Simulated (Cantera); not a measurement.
An isothermal, constant-pressure homogeneous reactor starts with H₂ : O₂ : N₂ = 0.0075 : 1 : 0.51 (molar parts), equivalence ratio 0.0037, at 1248 K and 0.0132 atm.

Cantera simulation using GRI-Mech 3.0 (53 species, 325 reactions); the numbers are that mechanism's predictions, not measurements. Radical loss at walls, strong at low pressure, is not modelled.

x: mole fraction; the columns are a selection and need not sum to one.

```json
[
 {"t (s)": "0.000500", "x H₂": "0.00494", "x O₂": "0.659", "x H₂O₂": "<1e-12", "x H": "7.11e-10", "x NO₂": "<1e-12", "x O": "4.12e-9", "x H₂O": "1.26e-9"},
 {"t (s)": "0.00106", "x H₂": "0.00494", "x O₂": "0.659", "x H₂O₂": "2.32e-12", "x H": "1.51e-9", "x NO₂": "<1e-12", "x O": "1.38e-8", "x H₂O": "7.68e-9"},
 {"t (s)": "0.00226", "x H₂": "0.00494", "x O₂": "0.659", "x H₂O₂": "9.96e-12", "x H": "6.22e-9", "x NO₂": "<1e-12", "x O": "7.24e-8", "x H₂O": "6.26e-8"},
 {"t (s)": "0.00480", "x H₂": "0.00494", "x O₂": "0.659", "x H₂O₂": "4.17e-11", "x H": "___", "x NO₂": "<1e-12", "x O": "___", "x H₂O": "___"},
 {"t (s)": "0.0102", "x H₂": "0.00430", "x O₂": "0.658", "x H₂O₂": "3.99e-9", "x H": "3.77e-5", "x NO₂": "<1e-12", "x O": "0.000435", "x H₂O": "0.000475"},
 {"t (s)": "0.0217", "x H₂": "3.09e-5", "x O₂": "0.654", "x H₂O₂": "1.01e-8", "x H": "0.000161", "x NO₂": "<1e-12", "x O": "0.00425", "x H₂O": "0.00458"},
 {"t (s)": "0.0461", "x H₂": "1.48e-5", "x O₂": "0.655", "x H₂O₂": "8.00e-9", "x H": "0.000134", "x NO₂": "<1e-12", "x O": "0.00407", "x H₂O": "0.00464"},
 {"t (s)": "0.0980", "x H₂": "___", "x O₂": "0.655", "x H₂O₂": "7.85e-9", "x H": "___", "x NO₂": "<1e-12", "x O": "___", "x H₂O": "0.00467"},
 {"t (s)": "0.208", "x H₂": "1.07e-5", "x O₂": "0.656", "x H₂O₂": "7.53e-9", "x H": "8.07e-5", "x NO₂": "1.21e-12", "x O": "0.00290", "x H₂O": "0.00471"},
 {"t (s)": "0.443", "x H₂": "7.13e-6", "x O₂": "0.656", "x H₂O₂": "6.84e-9", "x H": "4.37e-5", "x NO₂": "2.37e-12", "x O": "0.00192", "x H₂O": "0.00477"},
 {"t (s)": "0.941", "x H₂": "3.68e-6", "x O₂": "0.657", "x H₂O₂": "5.57e-9", "x H": "1.61e-5", "x NO₂": "4.22e-12", "x O": "0.000983", "x H₂O": "0.00483"},
 {"t (s)": "2.00", "x H₂": "1.44e-6", "x O₂": "0.658", "x H₂O₂": "3.73e-9", "x H": "3.92e-6", "x NO₂": "7.05e-12", "x O": "0.000382", "x H₂O": "0.00488"}
]
```

Task: Fill in the missing entries.

Result: 
- 0.00480, x H: 1.06e-7
- 0.00480, x O: 1.32e-6
- 0.00480, x H₂O: 1.40e-6
- 0.0980, x H₂: 1.32e-5
- 0.0980, x H: 0.000113
- 0.0980, x O: 0.00363
